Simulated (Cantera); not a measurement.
A closed system holds: 1 mol Si2Cl6, 0.12 mol HCl, 37 mol N2, equilibrated at 877 °C and 13.3 mbar.

Equilibrium computed with Cantera from the NASA thermochemical tables; the gas is ideal and each condensed phase is pure. Candidate condensed phases: NH4Cl, Si, Si3N4; 28 gas species. The feed counts by its element totals alone. N2 is the only nitrogen source here; it is nearly inert below about 1500 K, so the nitride shown seldom forms there in practice. The tables' values for SiCl3 are old estimates; treat these amounts as uncertain. The numbers say what is thermodynamically allowed, not how fast it happens.

Base state: N2 0.957, SiCl4 0.0386, HCl 0.00311, SiCl3 0.000650, SiCl2 0.000120, H2 1.03e-5 (mole fractions); condensed: Si3N4(s).

**Question.** What changes in the equilibrium state with this change: HCl from 0.12 to 1.3 mol?

**Answer.** 
```csv
species,before,after
N2,0.957,0.929
SiCl4,0.0386,0.0380
HCl,0.00311,0.0308
H2,1.03e-5,0.00103
SiHCl3,2.60e-6,2.58e-5
SiCl3,0.000650,0.000645
SiCl2,0.000120,0.000120
"Si3N4(s), mol",0.164,0.157
```
